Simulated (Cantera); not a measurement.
Feed: 1 mol CaF2, 0.24 mol H2, 0.2 mol N2, 0.038 mol O2, equilibrated at 1250 K and 4.70 Pa.

Cantera equilibrium calculation (NASA polynomials, part measured and part estimated; ideal gas, pure solids and liquids). Candidate condensed phases: Ca, CaF2, CaO, Ca(OH)2, H2O; 47 gas species. Mutual solubility and eutectic melting of coexisting phases are not modelled. Rates play no part.

Base state: N2 0.434, H2 0.356, H2O 0.121, HF 0.0884, CaF2 6.62e-5, H 4.21e-5 (mole fractions); condensed: CaF2(s) + CaO(s).

Task: What changes in the equilibrium state with this change: temperature from 1250 K to 2023.15 K?

Result: 
| species | before | after |
|---|---|---|
| CaF2 | 6.62e-5 | 0.523 |
| HF | 0.0884 | 0.172 |
| N2 | 0.434 | 0.128 |
| H2 | 0.356 | 0.0340 |
| Ca | <1e-9 | 0.0148 |
| CaF | 9.66e-9 | 0.0663 |
| H | 4.21e-5 | 0.0511 |
| H2O | 0.121 | 0.00787 |
| O | <1e-9 | 0.00135 |
| CaOH | <1e-9 | 0.000145 |
| O2 | <1e-9 | 0.000134 |
| CaF2(s), mol | 0.980 | 0 |
| CaO(s), mol | 0.0203 | 0.0589 |

Task: What changes in the equilibrium state with this change: temperature from 1250 K to 2173 K?

Result: 
```csv
species,before,after
CaF2,6.62e-5,0.460
HF,0.0884,0.160
N2,0.434,0.118
H2,0.356,0.0128
Ca,<1e-9,0.0301
O,<1e-9,0.0228
CaF,9.66e-9,0.0996
H,4.21e-5,0.0796
H2O,0.121,0.00626
O2,<1e-9,0.00472
F,<1e-9,0.000782
NO,<1e-9,0.000687
"CaF2(s), mol",0.980,0
"CaO(s), mol",0.0203,0
```
